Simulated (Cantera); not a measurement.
Feed: 1 mol B, 1.3 mol H2O, held at 0.398 Torr.

Cantera equilibrium calculation (NASA polynomials, part measured and part estimated; ideal gas, pure solids and liquids). Candidate condensed phases: B, B2O3, B3O3H3, H2O; 23 gas species. Mutual solubility and eutectic melting of coexisting phases are not modelled. Rates play no part.

Task: Which condensed phases are stable at each of these points (T (°C)): 975, 1025, 1075, 1125, 1175, 1225, 1275, 1325, 1375, 1425?

Result: 
```csv
T (°C),condensed phases,B condensed (%)
975,B(s) + B2O3(l),99.0
1025,B(s) + B2O3(l),97.7
1075,B(s) + B2O3(l),94.4
1125,B(s) + B2O3(l),86.2
1175,B(s) + B2O3(l),64.7
1225,B2O3(l),46.1
1275,B2O3(l),18.9
1325,gas only,0.0
1375,gas only,0.0
1425,gas only,0.0
```

From 975 °C to 1175 °C the condensed part is B(s) + B2O3(l). From 1225 °C to 1275 °C the condensed part is B2O3(l). From 1325 °C to 1425 °C nothing is condensed.
